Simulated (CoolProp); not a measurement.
Acetone at several states: fugacity coefficient from the reference equation and from simpler models built on Tc = 235.0 °C, pc = 4692 kPa, ω = 0.307; each cubic takes its own stable root.

Values from CoolProp's reference Helmholtz-energy equation of state, Lemmon 2006. It is a short technical equation, of lower accuracy than the large ones.

```json
[
 {"T (°C)": "171.45", "p (kPa)": "1210", "phase": "gas", "reference": "0.8382"},
 {"T (°C)": "48.55", "p (kPa)": "8440", "phase": "liquid", "reference": "0.01120"},
 {"T (°C)": "78.55", "p (kPa)": "2380", "phase": "liquid", "reference": "0.08534"},
 {"T (°C)": "175.15", "p (kPa)": "13.8", "phase": "gas", "reference": "0.9982"},
 {"T (°C)": "87.45", "p (kPa)": "1230", "phase": "liquid", "reference": "0.2034"}
]
```

How far does each simpler model (van der Waals, Redlich-Kwong, Peng-Robinson) lie from the reference over these 5 states: mean and median of the absolute difference, and the worst?


- van der Waals: mean 255.1 %, median 249.8 %, worst +708.6 % at 48.55 °C and 8440 kPa
- Redlich-Kwong: mean 57.8 %, median 72.9 %, worst +128.8 % at 48.55 °C and 8440 kPa
- Peng-Robinson: mean 2.4 %, median 2.8 %, worst +4.1 % at 48.55 °C and 8440 kPa
